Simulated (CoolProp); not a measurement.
A simple Rankine cycle with R1224YDZ: condensing at 330.15 K, boiler at 2.44 MPa, turbine inlet 413.1 K, turbine efficiency 0.75, pump efficiency 0.7, no recuperator. Each further row changes one setting.

The numbers come from the reference Helmholtz-energy equation of state, Akasaka 2023 in CoolProp.

```json
[
 {"case": "as stated", "thermal efficiency (%)": "10.4", "net work (kJ/kg)": "19.6", "heat in (kJ/kg)": "188", "turbine exit temperature (K)": "353.2", "volume ratio over the turbine": "8.21"},
 {"case": "turbine inlet 433.1 K", "thermal efficiency (%)": "10.5", "net work (kJ/kg)": "22.9", "heat in (kJ/kg)": "217", "turbine exit temperature (K)": "381.2", "volume ratio over the turbine": "7.16"},
 {"case": "condensing temperature 322.15 K", "thermal efficiency (%)": "11.4", "net work (kJ/kg)": "22.5", "heat in (kJ/kg)": "198", "turbine exit temperature (K)": "348.2", "volume ratio over the turbine": "10.4"},
 {"case": "boiler pressure 1.71 MPa", "thermal efficiency (%)": "9.0", "net work (kJ/kg)": "18.6", "heat in (kJ/kg)": "206", "turbine exit temperature (K)": "374.0", "volume ratio over the turbine": "4.72"},
 {"case": "turbine efficiency 0.65", "thermal efficiency (%)": "8.8", "net work (kJ/kg)": "16.6", "heat in (kJ/kg)": "188", "turbine exit temperature (K)": "356.3", "volume ratio over the turbine": "8.31"}
]
```
